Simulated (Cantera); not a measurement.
Reactions in the system F-N-S

Standard-state values (1 bar) from the NASA 1993 polynomials, evaluated with Cantera. Values are per mole of reaction as written; species without (g) are pure solids or liquids, kept so even where they would boil at 1 bar.

SF₆(g) + 2 N(g) ⇌ S + 2 NF₃(g)

```tsv
T (K)	ΔH° (kJ)	ΔS° (J/K)	ΔG° (kJ)	log10 K	condensed phases
300	11.7	-44.5	25.1	-4.37	S(s)
498	13.6	-40.1	33.6	-3.52	S(l)
573	14.0	-39.3	36.5	-3.33	S(l)
648	14.2	-39.0	39.5	-3.18	S(l)
723	14.1	-39.1	42.4	-3.06	S(l)
798	14.0	-39.3	45.4	-2.97	S(l)
873	14.1	-39.2	48.3	-2.89	S(l)
948	14.3	-38.9	51.2	-2.82	S(l)
1023	14.5	-38.8	54.1	-2.76	S(l)
```
